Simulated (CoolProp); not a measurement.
n-perfluorohexane along the isobar 1550 kPa: density (kg/m³) from the reference equation and from simpler models built on Tc = 174.9 °C, pc = 1742 kPa, ω = 0.497; each cubic takes its own stable root.

Model: reference Helmholtz-energy equation of state, Gao 2022, in CoolProp.

```tsv
T (°C)	phase	reference
50.65	liquid	1608
62.15	liquid	1572
73.55	liquid	1535
85.05	liquid	1496
96.55	liquid	1455
108.05	liquid	1410
119.45	liquid	1360
130.95	liquid	1304
142.45	liquid	1238
153.95	liquid	1152
165.35	liquid	1015
176.85	gas	254.3
```

How far does each simpler model (Soave-Redlich-Kwong, Peng-Robinson) lie from the reference over these 12 states: mean and median of the absolute difference, and the worst?


- Soave-Redlich-Kwong: mean 15.9 %, median 15.1 %, worst -26.0 % at 165.35 °C and 1550 kPa
- Peng-Robinson: mean 5.7 %, median 3.9 %, worst -17.3 % at 165.35 °C and 1550 kPa
